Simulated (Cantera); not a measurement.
An adiabatic, constant-volume homogeneous reactor starts with 14.4 % H₂, 18.0 % O₂, 67.6 % N₂, equivalence ratio 0.40, at 1000 K and 10.0 bar.

Detailed kinetics in Cantera: the H2/O2 subset of GRI-Mech 3.0, which has no nitrogen chemistry. The hydrogen kinetics of GRI-Mech 3.0 are dated; newer H2 mechanisms differ, most at raised pressure.

**Question.** Predict: time of steepest temperature rise; temperature at 0.700 s; equilibrium temperature; x(H₂) at 0.700 s; x(O₂) at 0.700 s; x(OH) at 0.700 s; x(O) at 0.700 s; x(HO₂) at 0.700 s; x(H) at 0.700 s.

**Answer.** 
```json
{
  "time_of_steepest_temperature_rise": "12.9 ms",
  "temperature at 0.700 s": "2281 K",
  "equilibrium_temperature": "2281 K",
  "x(H₂) at 0.700 s": "0.000184 (gas-phase equilibrium 0.000184)",
  "x(O₂) at 0.700 s": "0.115 (gas-phase equilibrium 0.115)",
  "x(OH) at 0.700 s": "0.00340 (gas-phase equilibrium 0.00340)",
  "x(O) at 0.700 s": "0.000330 (gas-phase equilibrium 0.000330)",
  "x(HO₂) at 0.700 s": "1.30e-5 (gas-phase equilibrium 1.30e-5)",
  "x(H) at 0.700 s": "2.60e-5 (gas-phase equilibrium 2.60e-5)"
}
```
